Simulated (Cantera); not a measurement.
Input: 1 mol CuO, 36 mol HF, 0.3 mol H2, equilibrated at 13.3 mbar.

These are equilibrium values from Cantera (NASA tables, ideal gas, pure condensed phases), not measurements of a reactor. Candidate condensed phases: Cu, CuF2, CuO, Cu(OH)2, Cu2O, H2O; 27 gas species. Equilibrium is a limit: real reactors are often held back by kinetics, nucleation or transport.

Question: At 1025 K, list the 4 most abundant gas species with their mole fractions, and the condensed phases.

Answer: HF 0.989, H2O 0.00827, O2 0.00274, CuF 3.19e-5. Condensed: Cu2O(s).
